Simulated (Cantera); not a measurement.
A perfectly stirred reactor is fed with 17.0 % H2, 39.5 % O2, 43.5 % N2, at 100000 Pa; it is held at 998 K, and followed from long to short residence time.

Model: the H2/O2 subset of GRI-Mech 3.0, which has no nitrogen chemistry, integrated in Cantera. The temperature is held fixed by assumption; the heat of reaction is taken as removed at once.

Problem. Predict: x(H2) at τ = 0.850 s; x(O2) at τ = 0.850 s; x(O) at τ = 0.850 s; x(H2O) at τ = 0.850 s; x(HO2) at τ = 0.850 s; x(H2) at τ = 9.70 ms; x(O2) at τ = 9.70 ms; x(O) at τ = 9.70 ms; x(H2O) at τ = 9.70 ms; x(HO2) at τ = 9.70 ms.

Solution. 
```
Quantity                  Value
---------------------  --------
x(H2) at τ = 0.850 s     0.0118
x(O2) at τ = 0.850 s      0.343
x(O) at τ = 0.850 s     7.89e-7
x(H2O) at τ = 0.850 s     0.173
x(HO2) at τ = 0.850 s   6.20e-5
x(H2) at τ = 9.70 ms      0.103
x(O2) at τ = 9.70 ms      0.373
x(O) at τ = 9.70 ms     5.65e-6
x(H2O) at τ = 9.70 ms    0.0716
x(HO2) at τ = 9.70 ms  0.000231
```
